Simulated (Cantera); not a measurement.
Charge: 1 mol MgO, 0.22 mol N₂, equilibrated at 2675 K and 1 atm.

These are equilibrium values from Cantera (NASA tables, ideal gas, pure condensed phases), not measurements of a reactor. Candidate condensed phases: Mg, MgO; 13 gas species. The numbers say what is thermodynamically allowed, not how fast it happens.

What is the equilibrium state?


```
Property                               Value
--------------------------------  ----------
x(N₂)                                  0.988
x(Mg)                                0.00666
x(NO)                                0.00276
x(O₂)                                0.00136
x(O)                                 0.00119
x(MgO)                              0.000393
x(N)                                 1.31e-6
x(MgN)                               1.01e-6
n(MgO(s))                          0.998 mol
gas amount                        0.2224 mol
log10 activity of Mg(l) (absent)       -4.44
```
